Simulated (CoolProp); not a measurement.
Properties of hydrogen chloride along the isotherm 290.15 °C (Tc = 51.5 °C, pc = 8.314 MPa, ω = 0.130).

Computed with CoolProp (reference Helmholtz-energy equation of state, Thol 2018).

| p (MPa) | phase | Z | cp (kJ/(kg K)) | cv (kJ/(kg K)) | speed of sound (m/s) | Joule-Thomson coefficient (K/MPa) | isothermal compressibility (1/MPa) |
|---|---|---|---|---|---|---|---|
| 4.16 | gas | 0.9712 | 0.8567 | 0.5863 | 421.2 | … | 0.2470 |
| 8.31 | gas | 0.9465 | 0.9082 | 0.5930 | 421.6 | 3.814 | … |
| 12.5 | supercritical | 0.9261 | 0.9613 | 0.6001 | 424.3 | 3.421 | 0.08468 |
| 16.6 | supercritical | 0.9105 | 1.013 | 0.6072 | 429.0 | 3.056 | 0.06387 |
| 20.8 | supercritical | 0.8987 | 1.065 | 0.6147 | 435.6 | 2.716 | 0.05066 |
| 24.9 | supercritical | … | 1.113 | 0.6222 | 443.6 | 2.419 | 0.04180 |
| 29.1 | supercritical | 0.8866 | 1.160 | 0.6299 | 453.2 | 2.147 | 0.03509 |
| 33.3 | supercritical | 0.8855 | 1.203 | 0.6375 | 464.3 | 1.900 | 0.02989 |
| 37.4 | supercritical | 0.8875 | 1.238 | 0.6449 | 476.5 | 1.678 | 0.02578 |
| 41.6 | supercritical | 0.8926 | 1.268 | 0.6522 | 490.3 | 1.468 | 0.02229 |

Task: Fill in the missing entries.

Result: 
- 4.16, Joule-Thomson coefficient (K/MPa): 4.207
- 8.31, isothermal compressibility (1/MPa): 0.1261
- 24.9, Z: 0.8910
